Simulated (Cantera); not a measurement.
Feed: 1 mol SiH4, a varied amount of H2O, 2.1 mol N2, at 1550 °C and 6.60 Torr.

Equilibrium computed with Cantera from the NASA thermochemical tables; the gas is ideal and each condensed phase is pure. Candidate condensed phases: H2O, Si, SiO2, Si2N2O, Si3N4; 35 gas species. The tables hold silica as quartz up to 1696 K and as liquid above; real silica turns to tridymite and cristobalite and melts near 1996 K. Gases not in the tables: Si2H6 and higher silanes. Rates play no part.

Which condensed phases are stable at each of these points (n(H2O) (mol)): 0.96, 3.2, 5.5, 7.8, 10, 12, 15, 17, 19?


```
n(H2O) (mol)  condensed phases  Si condensed (%)
------------  ----------------  ----------------
0.96                     Si(l)               3.6
3.2            SiO2(condensed)              99.1
5.5            SiO2(condensed)              99.6
7.8            SiO2(condensed)              99.7
10             SiO2(condensed)              99.7
12             SiO2(condensed)              99.7
15             SiO2(condensed)              99.8
17             SiO2(condensed)              99.8
19             SiO2(condensed)              99.8
```

At 0.96 mol H2O the condensed part is Si(l). From 3.2 mol H2O to 19 mol H2O the condensed part is SiO2(condensed).
